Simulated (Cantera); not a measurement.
Equilibrium for hydrogen reduction and annealing atmospheres: PbO + H₂ + H₂O

A closed system holds: 1 mol PbO, 0.4 mol H₂, 0.082 mol H₂O, at 23.3 Torr.

These are equilibrium values from Cantera (NASA tables, ideal gas, pure condensed phases), not measurements of a reactor. Candidate condensed phases: H₂O, Pb, PbO, PbO₂, Pb₃O₄; 12 gas species. Each liquid is taken as pure. Mutual solubility and eutectic melting of coexisting phases are not modelled. Gases not in the tables: (PbO)n polymers. The numbers say what is thermodynamically allowed, not how fast it happens.

```tsv
T (K)	log p H₂O	log p PbO	log p Pb	log p O₂	log p OH	log p H₂	n Pb(l)	n PbO(l)
1298	-1.55	-3.36	-2.59	-7.52	-6.98	-4.87	0.356	0.593
1348	-1.60	-3.00	-2.32	-6.96	-6.62	-4.82	0.308	0.581
1398	-1.69	-2.66	-2.07	-6.44	-6.31	-4.83	0.197	0.549
1448	-1.84	-2.35	-1.92	-5.79	-6.01	-4.98	0	0.453
1498	-1.91	-2.07	-1.99	-4.77	-5.59	-5.26	0	0.259
1548	-2.00	-1.91	-2.07	-4.02	-5.26	-5.44	0	0
1598	-2.00	-1.92	-2.06	-3.78	-5.03	-5.30	0	0
1648	-2.00	-1.92	-2.05	-3.56	-4.82	-5.16	0	0
```
log p: log10 of the partial pressure in bar; n: condensed amount in mol.

From 1298 K to 1398 K the condensed part is Pb(l) + PbO(l). From 1448 K to 1498 K the condensed part is PbO(l). From 1548 K to 1648 K nothing is condensed.
